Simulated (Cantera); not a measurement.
# Adiabatic ignition

An adiabatic, constant-pressure homogeneous reactor starts with 9.28 % CH4, 20.6 % O2, 70.1 % N2, equivalence ratio 0.90, at 1200 K and 5.00 bar.

Computed with Cantera and GRI-Mech 3.0 (53 species, 325 reactions).

```json
[
 {"t (s)": "2.00e-6", "T (K)": "1200", "x CH4": "0.0928", "x O2": "0.206", "x CO2": "<1e-12", "x HCO": "<1e-12", "x H2": "3.14e-11", "x CH3": "8.94e-9"},
 {"t (s)": "5.52e-6", "T (K)": "1200", "x CH4": "0.0928", "x O2": "0.206", "x CO2": "<1e-12", "x HCO": "<1e-12", "x H2": "1.11e-10", "x CH3": "2.50e-8"},
 {"t (s)": "1.53e-5", "T (K)": "1200", "x CH4": "0.0928", "x O2": "0.206", "x CO2": "<1e-12", "x HCO": "<1e-12", "x H2": "4.74e-10", "x CH3": "7.10e-8"},
 {"t (s)": "4.21e-5", "T (K)": "1200", "x CH4": "0.0928", "x O2": "0.206", "x CO2": "<1e-12", "x HCO": "<1e-12", "x H2": "2.78e-9", "x CH3": "2.14e-7"},
 {"t (s)": "0.000116", "T (K)": "1200", "x CH4": "0.0928", "x O2": "0.206", "x CO2": "6.52e-12", "x HCO": "<1e-12", "x H2": "2.46e-8", "x CH3": "7.65e-7"},
 {"t (s)": "0.000321", "T (K)": "1200", "x CH4": "0.0928", "x O2": "0.206", "x CO2": "3.32e-10", "x HCO": "2.00e-12", "x H2": "3.37e-7", "x CH3": "3.32e-6"},
 {"t (s)": "0.000887", "T (K)": "1200", "x CH4": "0.0927", "x O2": "0.206", "x CO2": "7.41e-9", "x HCO": "2.40e-11", "x H2": "3.41e-6", "x CH3": "6.94e-6"},
 {"t (s)": "0.00245", "T (K)": "1201", "x CH4": "0.0925", "x O2": "0.206", "x CO2": "6.48e-8", "x HCO": "1.52e-10", "x H2": "2.25e-5", "x CH3": "9.86e-6"},
 {"t (s)": "0.00676", "T (K)": "1215", "x CH4": "0.0900", "x O2": "0.204", "x CO2": "4.87e-6", "x HCO": "3.92e-9", "x H2": "0.000398", "x CH3": "2.82e-5"},
 {"t (s)": "0.0187", "T (K)": "2716", "x CH4": "<1e-12", "x O2": "0.0248", "x CO2": "0.0698", "x HCO": "2.61e-8", "x H2": "0.00742", "x CH3": "<1e-12"},
 {"t (s)": "0.0516", "T (K)": "2716", "x CH4": "<1e-12", "x O2": "0.0248", "x CO2": "0.0698", "x HCO": "2.61e-8", "x H2": "0.00742", "x CH3": "<1e-12"},
 {"t (s)": "0.142", "T (K)": "2716", "x CH4": "<1e-12", "x O2": "0.0248", "x CO2": "0.0698", "x HCO": "2.61e-8", "x H2": "0.00742", "x CH3": "<1e-12"},
 {"t (s)": "0.393", "T (K)": "2716", "x CH4": "<1e-12", "x O2": "0.0248", "x CO2": "0.0698", "x HCO": "2.61e-8", "x H2": "0.00742", "x CH3": "<1e-12"},
 {"t (s)": "1.09", "T (K)": "2716", "x CH4": "<1e-12", "x O2": "0.0248", "x CO2": "0.0698", "x HCO": "2.61e-8", "x H2": "0.00742", "x CH3": "<1e-12"},
 {"t (s)": "3.00", "T (K)": "2716", "x CH4": "<1e-12", "x O2": "0.0248", "x CO2": "0.0698", "x HCO": "2.61e-8", "x H2": "0.00742", "x CH3": "<1e-12"}
]
```
x: mole fraction; the columns are a selection and need not sum to one.

```
Quantity                                                           Value
---------------------------------  -------------------------------------
time of steepest temperature rise                                8.70 ms
temperature at 3.00 s                                             2716 K
equilibrium temperature                                           2716 K
x(CH4) at 3.00 s                   <1e-12 (gas-phase equilibrium <1e-12)
x(O2) at 3.00 s                    0.0248 (gas-phase equilibrium 0.0248)
x(CO2) at 3.00 s                   0.0698 (gas-phase equilibrium 0.0698)
```
